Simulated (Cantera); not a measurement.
**Ignition delay**

Mixture: 21.9 % H₂, 16.4 % O₂, 61.7 % N₂, at 2400 Torr, adiabatic and at constant pressure. Ignition delay is the time to a rise of 400 K.

Detailed kinetics in Cantera: the H2/O2 subset of GRI-Mech 3.0, which has no nitrogen chemistry. The hydrogen kinetics of GRI-Mech 3.0 are dated; newer H2 mechanisms differ, most at raised pressure. Where the delays flatten at high temperature, the 400 K rule measures the pace of heat release, not the induction time.

```
T0 (K)  delay (ms)
------  ----------
1125        0.0433
1175        0.0229
1225        0.0153
1275        0.0112
1325       0.00879
1375       0.00715
1425       0.00601
1475       0.00519
1525       0.00458
```
